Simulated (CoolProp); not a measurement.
R1336mzz(E) along the isobar 3.41 MPa: Z from the reference equation and from simpler models built on Tc = 130.4 °C, pc = 2.779 MPa, ω = 0.413; each cubic takes its own stable root.

Computed with CoolProp (reference Helmholtz-energy equation of state, Akasaka 2023).

| T (°C) | phase | reference | Redlich-Kwong | Soave-Redlich-Kwong |
|---|---|---|---|---|
| 20.35 | liquid | 0.1695 | 0.2041 | 0.1927 |
| 29.35 | liquid | 0.1677 | 0.2026 | 0.1910 |
| 38.25 | liquid | 0.1662 | 0.2017 | 0.1898 |
| 47.25 | liquid | 0.1652 | 0.2013 | 0.1893 |
| 56.25 | liquid | 0.1645 | 0.2015 | 0.1894 |
| 65.15 | liquid | 0.1644 | 0.2024 | 0.1902 |
| 74.15 | liquid | 0.1648 | 0.2040 | 0.1918 |
| 83.05 | liquid | 0.1658 | 0.2066 | 0.1945 |
| 92.05 | liquid | 0.1678 | 0.2105 | 0.1986 |
| 101.05 | liquid | 0.1709 | 0.2159 | 0.2046 |
| 109.95 | liquid | 0.1756 | 0.2236 | 0.2134 |
| 118.95 | liquid | 0.1832 | 0.2349 | 0.2269 |
| 127.85 | liquid | 0.1966 | 0.2527 | 0.2499 |
| 136.85 | supercritical | 0.2346 | 0.2866 | 0.3027 |
